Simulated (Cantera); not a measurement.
Feed: 1 mol SiHCl3, 0.7 mol NH3, equilibrated at 1048.15 K and 0.640 bar.

Equilibrium computed with Cantera from the NASA thermochemical tables; the gas is ideal and each condensed phase is pure. Candidate condensed phases: NH4Cl, Si, Si3N4; 28 gas species. The tables' values for SiCl3 are old estimates; treat these amounts as uncertain. Rates play no part.

Problem. What is the equilibrium state?

Solution. 
- x(H2) = 0.439
- x(HCl) = 0.333
- x(SiCl4) = 0.208
- x(N2) = 0.0169
- x(SiHCl3) = 0.00282
- x(SiCl3) = 0.000167
- x(NH3) = 1.04e-5
- x(SiH2Cl2) = 4.33e-6
- x(SiCl2) = 2.44e-6
- n(Si3N4(s)) = 0.153 mol
- gas amount = 2.554 mol
- log10 activity of Si(s) (absent) = -5.28
